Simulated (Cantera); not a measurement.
Input: 1 mol SiO₂, 1.3 mol CH₄, 1.5 mol H₂, held at 2600 K and 5.40 bar.

These are equilibrium values from Cantera (NASA tables, ideal gas, pure condensed phases), not measurements of a reactor. Candidate condensed phases: C, C₆H₆, C₇H₈, C₈H₁₈, H₂O, Si, SiC, SiO₂; 123 gas species. Gases not in the tables: Si₂H₆ and higher silanes. The numbers say what is thermodynamically allowed, not how fast it happens.

Base state: H₂ 0.658, CO 0.210, SiO 0.114, H 0.0134, Si 0.00180, SiH₂ 0.000950, SiH 0.000776, C₂H₂ (acetylene) 0.000288 (mole fractions); condensed: Si(l).

Task: What changes in the equilibrium state with this change: CH₄ from 1.3 to 3.9 mol?

Result: 
```json
[
 {"species": "H₂", "before": "0.658", "after": "0.795"},
 {"species": "CO", "before": "0.210", "after": "0.171"},
 {"species": "H", "before": "0.0134", "after": "0.0147"},
 {"species": "SiO", "before": "0.114", "after": "0.00460"},
 {"species": "C₂H₂ (acetylene)", "before": "0.000288", "after": "0.0129"},
 {"species": "C₄H₂", "before": "5.24e-8", "after": "8.66e-5"},
 {"species": "C₂H₄", "before": "5.30e-7", "after": "2.86e-5"},
 {"species": "C₂H₂ (vinylidene)", "before": "3.11e-7", "after": "1.39e-5"},
 {"species": "Si(l), mol", "before": "0.270", "after": "0"},
 {"species": "C(graphite), mol", "before": "0", "after": "0.711"},
 {"species": "SiC(s), mol", "before": "0", "after": "0.930"}
]
```
